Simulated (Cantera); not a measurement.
Standard-state values (1 bar) from the NASA 1993 polynomials, evaluated with Cantera. Values are per mole of reaction as written; species without (g) are pure solids or liquids, kept so even where they would boil at 1 bar.

**Question.** Between 623 and 1323 K, where is each reaction favourable under standard conditions?
- 2 B + O2(g) → B2O2(g)
- 0.8 V + O2(g) → 0.4 V2O5
- 2 H2(g) + O2(g) → 2 H2O(g)

**Answer.** 
- 2 B + O2(g) → B2O2(g): ΔG° is -472 kJ at 623 K and -489 kJ at 1323 K; it stays negative (K > 1). ΔH° is -461 kJ and ΔS° 21 J/K at 1323 K.
- 0.8 V + O2(g) → 0.4 V2O5: ΔG° is -512 kJ at 623 K and -408 kJ at 1323 K; it stays negative (K > 1). ΔH° is -581 kJ and ΔS° -130 J/K at 1323 K.
- 2 H2(g) + O2(g) → 2 H2O(g): ΔG° is -426 kJ at 623 K and -349 kJ at 1323 K; it stays negative (K > 1). ΔH° is -499 kJ and ΔS° -114 J/K at 1323 K.
